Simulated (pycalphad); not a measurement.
Computed with pycalphad from the COST 507 light-alloy database (1999), at 1 atm. These are 1990s assessments: newer ones move some temperatures and phases. Diffusion is slow at the low end, where real alloys seldom reach equilibrium.

Molar enthalpy of Ti-3.1Hf-0.2B (at.%) in equilibrium (SER reference):

```tsv
T (K)	H (kJ/mol)	phases
2850	111.93	liquid
2650	102.69	liquid
2450	93.46	liquid
2250	84.22	liquid
2050	74.99	liquid
1950	70.37	liquid
1850	52.50	bcc + liquid
1750	48.76	bcc
1650	45.35	bcc + BM
1450	38.86	bcc + BM
1250	32.75	bcc + BM
1050	22.37	hcp + BM
850	15.89	hcp + BM
650	9.79	hcp + BM
```

Cooling from 1950 K to 1750 K, across the freezing range, releases 21.6 kJ/mol, or 417 J/g. The slope is 46 J/(mol K) in the liquid and 34 J/(mol K) just below the solidus, where it includes any heat of precipitation. Liquidus 1930 K, solidus 1825 K. Changes were sought between steps of 100 K, so a narrower field can be missed.

Database names, with the compositions (at.%) that they take in these runs: BM: Ti 50 B 50.
